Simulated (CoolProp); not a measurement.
The fluid at 543.96 K and 0.766 MPa is throttled through a valve to 0.348 MPa with no heat exchange. The same conditions are run with several fluids, on thermodynamics alone (safety and materials aside).

Values from CoolProp's reference Helmholtz-energy equation of state of each fluid (octamethyltrisiloxane (MDM): Thol 2017; benzene: Thol 2012; nitrogen: Span 2000; n-heptane: Span 2003; carbon dioxide: Span 1996).

Q: Rank octamethyltrisiloxane (MDM), benzene, nitrogen, n-heptane, carbon dioxide by temperature change (K), highest first.

A: nitrogen (-0.1), carbon dioxide (-1.1), benzene (-3.5), n-heptane (-3.6), octamethyltrisiloxane (MDM) (-6.1)

| fluid | final density (kg/m³) |
|---|---|
| octamethyltrisiloxane (MDM) | 20.6 |
| benzene | 6.22 |
| nitrogen | 2.15 |
| n-heptane | 8.13 |
| carbon dioxide | 3.40 |
